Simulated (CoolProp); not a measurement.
Chlorine at 376.03 K and 2.97 MPa is throttled through a valve to 1.81 MPa with no heat exchange. Each further row changes one setting.

Model: reference Helmholtz-energy equation of state, Thol 2021, in CoolProp.

| case | temperature change (K) | final density (kg/m³) |
|---|---|---|
| as stated | … | … |
| outlet pressure 0.543 MPa | … | 15.0 |
| outlet pressure 2.35 MPa | … | … |

### Question
Some entries are withheld; supply them.

### Answer

- as stated, temperature change (K): -21.8
- as stated, final density (kg/m³): 51.1
- outlet pressure 0.543 MPa, temperature change (K): -49.6
- outlet pressure 2.35 MPa, temperature change (K): -11.3
- outlet pressure 2.35 MPa, final density (kg/m³): 66.9
